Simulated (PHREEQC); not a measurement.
0.31 g of hydrous ferric oxide (600 m²/g; 0.2 weak and 0.005 strong sites per Fe, Dzombak-Morel constants, diffuse double layer) in 1 kg of water with 0.005 mol/kgw of an inert sodium salt and 0.0074 mmol/kgw MgCl2 and 0.037 mmol/kgw SrCl2, at 25 °C; the pH is set by adding NaOH or the inert anion's acid. Oxygen alone is held at its pressure in air (log pO2 = -0.68). The system is closed to CO2. Nothing may precipitate in this run.

The series has 17 steps of pH, from 4 to 10.

All values are PHREEQC results (ion-association model, wateq4f.dat), not measurements.

Near which pH is half of the Mg sorbed, and on which side is more sorbed?

Near pH 8.1, with more sorbed at higher pH.

Near which pH is half of the Sr sorbed, and on which side is more sorbed?

Near pH 8.7, with more sorbed at higher pH.
